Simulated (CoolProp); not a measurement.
Decamethyltetrasiloxane (MD2M) at several states: density (kg/m³) from the reference equation and from simpler models built on Tc = 599.4 K, pc = 1144 kPa, ω = 0.635; each cubic takes its own stable root.

The numbers come from the reference Helmholtz-energy equation of state, Thol 2017 in CoolProp.

| T (K) | p (kPa) | phase | reference |
|---|---|---|---|
| 475.4 | 196 | liquid | 657.5 |
| 431.9 | 1430 | liquid | 715.3 |
| 586.4 | 146 | gas | 9.751 |
| 473.5 | 1550 | liquid | 668.3 |
| 415.6 | 154 | liquid | 728.5 |
| 497.8 | 83.4 | gas | 6.572 |

Problem. How far does each simpler model (van der Waals, Soave-Redlich-Kwong) lie from the reference over these 6 states: mean and median of the absolute difference, and the worst?

Solution. 
- van der Waals: mean 46.6 %, median 41.2 %, worst -97.9 % at 415.6 K and 154 kPa
- Soave-Redlich-Kwong: mean 7.0 %, median 9.8 %, worst -10.9 % at 475.4 K and 196 kPa

At some of these states van der Waals gives the other phase, because its saturation line lies elsewhere.
